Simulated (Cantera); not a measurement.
A perfectly stirred reactor is fed with 19.9 % H2, 16.8 % O2, 63.3 % N2, equivalence ratio 0.59, at 4.93 atm; it is adiabatic with a 700 K inlet, and is followed from long to short residence time, starting on the burning branch (τ in s: 0.44, 0.16, 0.057, 0.02, 0.0073, 0.0026, 0.00094, 0.00034, 0.00012, 4.3e-05, 1.6e-05).

Computed with Cantera and the H2/O2 subset of GRI-Mech 3.0, which has no nitrogen chemistry. The hydrogen kinetics of GRI-Mech 3.0 are dated; newer H2 mechanisms differ, most at raised pressure.

Task: Predict: blow-out, bracketed by the residence times tried; x(H2) at τ = 0.440 s; x(O2) at τ = 0.440 s; x(H2O2) at τ = 0.440 s; x(HO2) at τ = 0.440 s; x(H) at τ = 0.440 s; x(H2) at τ = 2.60 ms; x(O2) at τ = 2.60 ms; x(H2O2) at τ = 2.60 ms; x(HO2) at τ = 2.60 ms; x(H) at τ = 2.60 ms.

Result: 
```json
{
  "blow_out_bracketed_by_the_residence_times_tried": "burning at 16.0 µs, the shortest tried",
  "x(H2) at τ = 0.440 s": "0.000294",
  "x(O2) at τ = 0.440 s": "0.0757",
  "x(H2O2) at τ = 0.440 s": "3.94e-7",
  "x(HO2) at τ = 0.440 s": "5.08e-6",
  "x(H) at τ = 0.440 s": "3.23e-5",
  "x(H2) at τ = 2.60 ms": "0.000660",
  "x(O2) at τ = 2.60 ms": "0.0755",
  "x(H2O2) at τ = 2.60 ms": "4.72e-7",
  "x(HO2) at τ = 2.60 ms": "6.87e-6",
  "x(H) at τ = 2.60 ms": "8.80e-5"
}
```
